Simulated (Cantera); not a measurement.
Input: 1 mol FeS2, 520 mol H2, at 135 Torr.

Equilibrium computed with Cantera from the NASA thermochemical tables; the gas is ideal and each condensed phase is pure. Candidate condensed phases: Fe, FeS, FeS2, S; 8 gas species. Mutual solubility and eutectic melting of coexisting phases are not modelled. FeS: taken at fixed stoichiometry. Kinetics and transport are ignored.

x: gas mole fraction; n: condensed amount in mol.

```csv
T (K),x H2,x H2S,x H,x SH,x S2,n FeS(s),n Fe(α),n Fe(γ)
950,0.998,0.00192,1.31e-9,9.67e-9,3.59e-10,1.00,0,0
1025,0.998,0.00192,1.03e-8,4.44e-8,1.89e-9,1.00,0,0
1100,0.998,0.00228,6.09e-8,1.96e-7,1.12e-8,0.815,0.185,0
1175,0.996,0.00365,2.88e-7,9.92e-7,1.02e-7,0.104,0.896,0
1250,0.996,0.00384,1.14e-6,2.88e-6,3.43e-7,0,0,1.000
1325,0.996,0.00384,___,___,___,0,0,1.000
1400,0.996,0.00383,___,___,___,0,0,1.000
1475,0.996,0.00380,3.05e-5,3.20e-5,4.80e-6,0,0,1.000
1550,0.996,0.00377,7.41e-5,6.07e-5,9.61e-6,0,0,0.999
```

Q: Some entries are withheld; supply them.

A: 
- 1325, x H: 3.85e-6
- 1325, x SH: 7.05e-6
- 1325, x S2: 9.17e-7
- 1400, x H: 1.14e-5
- 1400, x SH: 1.57e-5
- 1400, x S2: 2.20e-6
